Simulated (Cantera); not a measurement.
A perfectly stirred reactor is fed with C₃H₈ : H₂ = 1 : 2.2 (molar parts), at 0.987 atm; it is held at 1575 K, and followed from long to short residence time.

Computed with Cantera and GRI-Mech 3.0 (53 species, 325 reactions). GRI-Mech 3.0 was tuned for natural gas; its chemistry of propane as a main component is partial and can be far from experiment. GRI-Mech 3.0 stops at C3 and has no aromatics, soot or wall deposition, so with more carbon than oxygen in the feed, carbon stays in small species such as C2H2 where larger ones or solid carbon would form.

What does this change do: H2 2.2 to 15 parts?


```csv
quantity,before,after
x(C₃H₈) at τ = 0.350 s,3.47e-5,1.00e-5
x(H₂) at τ = 0.350 s,0.668,0.884
x(CH₂) at τ = 0.350 s,9.19e-9,3.70e-9
x(C₂H) at τ = 0.350 s,3.88e-8,7.70e-9
x(CH₄) at τ = 0.350 s,0.114,0.0633
x(C₃H₈) at τ = 57.0 ms,0.000177,4.92e-5
x(H₂) at τ = 57.0 ms,0.656,0.886
x(CH₂) at τ = 57.0 ms,2.36e-8,8.21e-9
x(C₂H) at τ = 57.0 ms,5.73e-8,1.19e-8
x(CH₄) at τ = 57.0 ms,0.130,0.0598
```

What does this change do: pressure from 0.987 atm to 0.0263 atm?


```tsv
quantity	before	after
x(C₃H₈) at τ = 0.350 s	3.47e-5	0.000159
x(H₂) at τ = 0.350 s	0.668	0.693
x(CH₂) at τ = 0.350 s	9.19e-9	6.14e-7
x(C₂H) at τ = 0.350 s	3.88e-8	4.95e-7
x(CH₄) at τ = 0.350 s	0.114	0.0841
x(C₃H₈) at τ = 57.0 ms	0.000177	0.000833
x(H₂) at τ = 57.0 ms	0.656	0.657
x(CH₂) at τ = 57.0 ms	2.36e-8	1.43e-6
x(C₂H) at τ = 57.0 ms	5.73e-8	6.24e-7
x(CH₄) at τ = 57.0 ms	0.130	0.127
```
Radical loss at walls, strong at low pressure, is not modelled.
